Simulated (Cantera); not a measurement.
A closed system holds: 1 mol Si, 4.3 mol N₂O, 14 mol H₂, held at 2048 K and 0.0820 bar.

Equilibrium computed with Cantera from the NASA thermochemical tables; the gas is ideal and each condensed phase is pure. Candidate condensed phases: H₂O, Si, SiO₂, Si₂N₂O, Si₃N₄; 35 gas species. The tables hold silica as quartz up to 1696 K and as liquid above; real silica turns to tridymite and cristobalite and melts near 1996 K. Gases not in the tables: Si(OH)₄. Equilibrium is a limit: real reactors are often held back by kinetics, nucleation or transport.

Base state: H₂ 0.620, N₂ 0.232, H₂O 0.133, SiO 0.00853, H 0.00616, OH 0.000143 (mole fractions); condensed: SiO₂(l).

Question: What changes in the equilibrium state with this change: N₂O from 4.3 to 0.33 mol?

Answer: 
```csv
species,before,after
H₂,0.620,0.946
SiO,0.00853,0.0224
N₂,0.232,0.0224
H₂O,0.133,1.06e-6
Si,1.84e-9,0.000922
SiH,<1e-9,0.000156
"SiO₂(l), mol",0.842,0
"Si(l), mol",0,0.651
```
Gases not in the tables: Si₂H₆ and higher silanes.

Question: What changes in the equilibrium state with this change: pressure from 0.0820 bar to 1.00 bar?

Answer: 
```
species         before     after
------------  --------  --------
H₂               0.620     0.637
N₂               0.232     0.235
H₂O              0.133     0.126
SiO            0.00853  0.000755
OH            0.000143   3.86e-5
H              0.00616   0.00179
SiO₂(l), mol     0.842     0.986
```
